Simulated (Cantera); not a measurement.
Charge: 1 mol Si₃N₄, 0.16 mol N₂, held at 1875 K and 133 Pa.

These are equilibrium values from Cantera (NASA tables, ideal gas, pure condensed phases), not measurements of a reactor. Candidate condensed phases: Si, Si₃N₄; 7 gas species. The tables' values for SiN are old estimates; treat these amounts as uncertain. The numbers say what is thermodynamically allowed, not how fast it happens.

**Question.** What is the equilibrium state?

**Answer.** 
```json
{
  "x(N₂)": "0.993",
  "x(Si)": "0.00679",
  "x(Si₂N)": "0.000131",
  "x(SiN)": "8.85e-5",
  "x(Si₂)": "5.10e-5",
  "x(Si₃)": "1.17e-5",
  "n(Si(l))": "2.98 mol",
  "gas_amount": "2.175 mol"
}
```
